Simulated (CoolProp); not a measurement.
Vapour pressure (MPa) of propyne: the reference equation beside estimates from Tc = 402.7 K, pc = 5.658 MPa, ω = 0.204. Clausius-Clapeyron is anchored at 304.4 K with a constant enthalpy of vaporisation of 18.31 kJ/mol.

The numbers come from the reference Helmholtz-energy equation of state, Polt 1992 in CoolProp. This equation is an older, rougher fit; its heat capacities, sound speeds and derivatives of the liquid may be far off and weren't checked against measurements.

```
T (K)   reference  Clausius-Clapeyron  van der Waals  Soave-Redlich-Kwong
-----  ----------  ------------------  -------------  -------------------
285.7      0.4003              0.4329          1.214               0.4008
295        0.5313              0.5520          1.424               0.5364
304.4      0.6951              0.6951          1.660               0.7061
313.7      0.8928              0.8613     (withheld)               0.9107
323         1.131               1.054          2.195                1.156
332.3       1.415               1.276          2.499                1.448
341.7  (withheld)               1.531     (withheld)                1.794
351         2.145               1.816          3.187                2.192
360.3       2.599               2.135          3.569                2.651
369.7       3.128          (withheld)          3.982                3.182
```

Task: Complete the blanks.

Result: 
- 313.7, van der Waals: 1.915
- 341.7, reference: 1.753
- 341.7, van der Waals: 2.832
- 369.7, Clausius-Clapeyron: 2.494

Absolute difference from the reference over all 10 rows, mean and median: Clausius-Clapeyron 9.8 and 9.0 %, van der Waals 97.0 and 85.3 %, Soave-Redlich-Kwong 1.7 and 2.0 %.
